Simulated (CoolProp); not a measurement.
Vapour-liquid equilibrium of hydrogen sulfide (1) + n-pentane (2) at 873 kPa; x and y are mole fractions of (1).

Computed with CoolProp (multi-fluid Helmholtz-energy mixture model, Lemmon 2006 and Thol 2019; pair parameters Kunz 2012).

```tsv
x	bubble temperature, mixture model (°C)	bubble temperature, Raoult's law (°C)	y, mixture model	y, Raoult's law
0.05	99.2	92.7	0.319	0.455
0.125	70.6	68.1	0.671	0.730
0.2	47.7	51.8	0.838	0.846
0.275	32.1	40.1	0.908	0.904
0.35	22.0	31.1	0.940	0.936
0.425	15.4	23.9	0.957	0.957
0.5	11.0	18.0	0.966	0.970
0.575	7.8	13.0	0.972	0.979
0.65	5.3	8.8	0.977	0.986
0.725	3.1	5.0	0.981	0.990
0.8	0.9	1.7	0.986	0.994
0.875	-1.5	-1.3	0.991	0.997
0.95	-3.9	-3.9	0.996	0.999
```

The largest gap from Raoult's law is -9.1 K in bubble temperature, at x = 0.35. No azeotrope shows between x = 0.05 and 0.95.

The pair parameters rest on a limited set of measurements; away from them the model extrapolates. The gap from Raoult's law changes sign with composition, which may be real or a fault of the pair parameters; it wasn't checked against measurements.
